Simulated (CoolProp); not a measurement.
Model: reference Helmholtz-energy equation of state, Lemmon 2006, in CoolProp. It is a short technical equation, of lower accuracy than the large ones.

Task: For toluene, give the phase and the density (kg/m³), cp (kJ/(kg K)), cv (kJ/(kg K)), expansivity (1/kK) at 507 K and 1.86 bar.

Result: 
- 507 K and 1.86 bar: gas; density 4.18, cp 1.89, cv 1.79, expansivity 2.17
